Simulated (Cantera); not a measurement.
Charge: 1 mol Si3N4, 0.0012 mol O2, 75 mol H2, 0.18 mol N2O, held at 2123 K and 0.460 Pa.

These are equilibrium values from Cantera (NASA tables, ideal gas, pure condensed phases), not measurements of a reactor. Candidate condensed phases: H2O, Si, SiO2, Si2N2O, Si3N4; 35 gas species. Rates play no part.

Base state: H 0.756, H2 0.204, Si 0.0219, N2 0.0169, SiO 0.00142, SiH 1.09e-5 (mole fractions); condensed: gas only.

Q: What changes in the equilibrium state with this change: temperature from 2123 K to 1300 K?

A: 
```csv
species,before,after
H2,0.204,0.969
N2,0.0169,0.0282
SiO,0.00142,0.00236
H,0.756,0.000508
Si,0.0219,9.41e-6
SiH,1.09e-5,1.65e-7
"Si(s), mol",0,2.82
```
